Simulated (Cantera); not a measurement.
Cu2O + C + H2 (carbothermic reduction)

Feed: 1 mol Cu2O, 0.31 mol C, 7.3 mol H2, equilibrated at 780000 Pa.

Method: chemical equilibrium by Gibbs-energy minimisation in Cantera with the NASA 1993 tables (ideal gas, pure condensed phases). Candidate condensed phases: C, C6H6, C7H8, C8H18, Cu, CuO, Cu(OH)2, Cu2O, H2O; 113 gas species. Equilibrium is a limit: real reactors are often held back by kinetics, nucleation or transport.

| T (K) | log p H2 | log p H2O | log p CH4 | log p Cu | log p CO | log p H | n Cu(s) | n Cu(l) |
|---|---|---|---|---|---|---|---|---|
| 823 | 0.80 | 0.05 | -0.46 | <-11 | -3.91 | -10.73 | 2.00 | 0 |
| 1023 | 0.81 | 0.01 | -0.56 | -10.42 | -1.28 | -7.98 | 2.00 | 0 |
| 1223 | 0.83 | -0.14 | -1.51 | -7.64 | -0.57 | -6.11 | 2.00 | 0 |
| 1423 | 0.83 | -0.16 | -2.80 | -5.68 | -0.52 | -4.76 | 0 | 2.00 |
| 1623 | 0.83 | -0.16 | -3.81 | -4.26 | -0.51 | -3.74 | 0 | 2.00 |
| 1823 | 0.83 | -0.16 | -4.60 | -3.15 | -0.51 | -2.95 | 0 | 2.00 |
| 2023 | 0.83 | -0.16 | -5.23 | -2.27 | -0.51 | -2.31 | 0 | 1.99 |
| 2223 | 0.83 | -0.16 | -5.74 | -1.56 | -0.51 | -1.78 | 0 | 1.97 |
| 2423 | 0.82 | -0.16 | -6.18 | -0.97 | -0.51 | -1.34 | 0 | 1.89 |
| 2623 | 0.80 | -0.18 | -6.58 | -0.47 | -0.53 | -0.97 | 0 | 1.64 |
log p: log10 of the partial pressure in bar; n: condensed amount in mol.

From 823 K to 1223 K the condensed part is Cu(s). From 1423 K to 2623 K the condensed part is Cu(l).
